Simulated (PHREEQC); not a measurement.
Consider water at 25 °C with 0.0027 mol CdSO4, 0.0033 mol H3BO3 and 0.022 mol HCl per kg of water. Closed to the air; pH follows from the charge balance.

Computed with PHREEQC (ion-association model, phreeqc.dat).

Each row changes one thing in this solution. This is a speciation only: nothing precipitates in the calculation.

```tsv
case	pH	ionic strength (mol/kgw)	Cl- (mol/kgw)	HSO4- (mol/kgw)	CdCl+ (mol/kgw)	Cd+2 (mol/kgw)
as made	1.74	0.0268	0.0206	0.00136	0.00128	0.00122
temperature from 25 to 75 °C	1.76	0.0254	0.0204	0.00207	0.00135	___
HCl from 0.022 to 0.011 mol/kgw	2.04	0.0171	0.0101	___	0.000880	0.00154
CdSO4 from 0.0027 to 0.00027 mol/kgw	1.71	0.0225	0.0218	0.000148	___	___
H3BO3 from 0.0033 to 0.00363 mol/kgw	1.74	0.0268	0.0206	0.00136	0.00128	0.00122
```

Task: What belongs in the gaps?

Result: 
- temperature from 25 to 75 °C, Cd+2 (mol/kgw): 0.00118
- HCl from 0.022 to 0.011 mol/kgw, HSO4- (mol/kgw): 0.000920
- CdSO4 from 0.0027 to 0.00027 mol/kgw, CdCl+ (mol/kgw): 0.000139
- CdSO4 from 0.0027 to 0.00027 mol/kgw, Cd+2 (mol/kgw): 0.000120

Species that the database lacks are ignored. Away from 25 °C the constants follow the database's enthalpies or fits; those with neither stay at their 25 °C values.
